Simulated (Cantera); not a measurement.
Charge: 1 mol CaF2, 0.017 mol HF, 50 mol H2, held at 4.20 mbar.

These are equilibrium values from Cantera (NASA tables, ideal gas, pure condensed phases), not measurements of a reactor. Candidate condensed phases: Ca, CaF2; 15 gas species. The numbers say what is thermodynamically allowed, not how fast it happens.

Question: Which condensed phases are stable at each of these points (T (K)): 700, 800, 900, 1000, 1100, 1200, 1300, 1400, 1500, 1600, 1700, 1800, 1900, 2000?

Answer: 
```csv
T (K),condensed phases,Ca condensed (%)
700,CaF2(s),100.0
800,CaF2(s),100.0
900,CaF2(s),100.0
1000,CaF2(s),100.0
1100,CaF2(s),100.0
1200,CaF2(s),100.0
1300,CaF2(s),100.0
1400,CaF2(s),99.7
1500,CaF2(s),96.5
1600,CaF2(s),75.6
1700,gas only,0.0
1800,gas only,0.0
1900,gas only,0.0
2000,gas only,0.0
```

From 700 K to 1600 K the condensed part is CaF2(s). From 1700 K to 2000 K nothing is condensed.
